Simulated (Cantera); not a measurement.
A perfectly stirred reactor is fed with 12.3 % H2, 87.7 % O2, equivalence ratio 0.070, at 6.98 Torr; it is held at 1200 K, and followed from long to short residence time.

Computed with Cantera and the H2/O2 subset of GRI-Mech 3.0, which has no nitrogen chemistry. Radical loss at walls, strong at low pressure, is not modelled. The temperature is held fixed by assumption; the heat of reaction is taken as removed at once.

One state of this run: x H2 = 0.00224; x O2 = 0.845; x HO2 = 4.30e-6; x H2O2 = 1.70e-7; x H = 0.00710; x H2O = 0.120. x: mole fraction; the columns are a selection and need not sum to one.

### Question
Which value of τ (s) does it belong to?
A. 0.0061
B. 0.012
C. 0.096
D. 0.0031

### Answer
C, 0.096
